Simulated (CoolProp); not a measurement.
Properties of ethylene at several states (Tc = 282.4 K, pc = 5.042 MPa, ω = 0.087).

Model: reference Helmholtz-energy equation of state, Smukala 2000, in CoolProp.

```json
[
 {"T (K)": "318.4", "p (MPa)": "0.056", "phase": "gas", "Joule-Thomson coefficient (K/MPa)": "8.613", "expansivity (1/kK)": "3.166", "fugacity coefficient": "0.9974"},
 {"T (K)": "310.3", "p (MPa)": "26.6", "phase": "supercritical", "Joule-Thomson coefficient (K/MPa)": "0.1191", "expansivity (1/kK)": "3.644", "fugacity coefficient": "[?]"},
 {"T (K)": "122", "p (MPa)": "0.0356", "phase": "liquid", "Joule-Thomson coefficient (K/MPa)": "-0.4900", "expansivity (1/kK)": "[?]", "fugacity coefficient": "0.04945"},
 {"T (K)": "122.1", "p (MPa)": "16.3", "phase": "liquid", "Joule-Thomson coefficient (K/MPa)": "-0.5025", "expansivity (1/kK)": "1.877", "fugacity coefficient": "0.0002217"},
 {"T (K)": "391.3", "p (MPa)": "2.27", "phase": "gas", "Joule-Thomson coefficient (K/MPa)": "5.093", "expansivity (1/kK)": "[?]", "fugacity coefficient": "0.9486"},
 {"T (K)": "291.2", "p (MPa)": "0.0239", "phase": "gas", "Joule-Thomson coefficient (K/MPa)": "10.76", "expansivity (1/kK)": "3.450", "fugacity coefficient": "0.9985"}
]
```

Task: Some entries are withheld; supply them.

Result: 
- 310.3, fugacity coefficient: 0.3398
- 122, expansivity (1/kK): 2.045
- 391.3, expansivity (1/kK): 3.086
